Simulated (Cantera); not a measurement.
A closed system holds: 1 mol H2S, 0.16 mol SO2, 3.4 mol H2, held at 0.443 Torr.

These are equilibrium values from Cantera (NASA tables, ideal gas, pure condensed phases), not measurements of a reactor. Candidate condensed phases: H2O, H2SO4, S; 19 gas species. The numbers say what is thermodynamically allowed, not how fast it happens.

Question: At 1552 °C, list the 4 most abundant gas species with their mole fractions, and the condensed phases.

Answer: H2 0.795, S2 0.0963, H2O 0.0558, H 0.0162. Condensed: gas only.
